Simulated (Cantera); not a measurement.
A closed system holds: 1 mol AlN, 7.2 mol O2, 4.1 mol H2, held at 75.0 Torr.

These are equilibrium values from Cantera (NASA tables, ideal gas, pure condensed phases), not measurements of a reactor. Candidate condensed phases: Al, AlN, Al2O3, H2O; 35 gas species. Gases not in the tables: Al(OH)3. Equilibrium is a limit: real reactors are often held back by kinetics, nucleation or transport.

log p: log10 of the partial pressure in bar; n: condensed amount in mol.

```tsv
T (°C)	log p O2	log p H2O	log p N2	log p OH	log p NO	log p O	n Al2O3(s)
1152	-1.31	-1.34	-2.26	-4.73	-4.47	…	0.500
1227	-1.31	-1.34	-2.26	-4.44	-4.31	…	0.500
1302	-1.31	-1.34	-2.26	-4.17	-4.15	…	0.500
1377	-1.31	-1.34	-2.26	-3.92	-4.02	…	0.500
1452	-1.31	-1.34	-2.26	-3.70	-3.89	…	0.500
1527	-1.31	-1.34	-2.26	-3.49	-3.78	…	0.500
1602	-1.31	-1.34	-2.26	-3.30	-3.67	…	0.500
1677	-1.32	-1.35	-2.27	-3.13	-3.58	…	0.500
1752	-1.32	-1.35	-2.27	-2.97	-3.49	…	0.500
```

Fill in the missing entries.


- 1152, log p O: -6.51
- 1227, log p O: -6.05
- 1302, log p O: -5.63
- 1377, log p O: -5.24
- 1452, log p O: -4.89
- 1527, log p O: -4.57
- 1602, log p O: -4.28
- 1677, log p O: -4.00
- 1752, log p O: -3.75
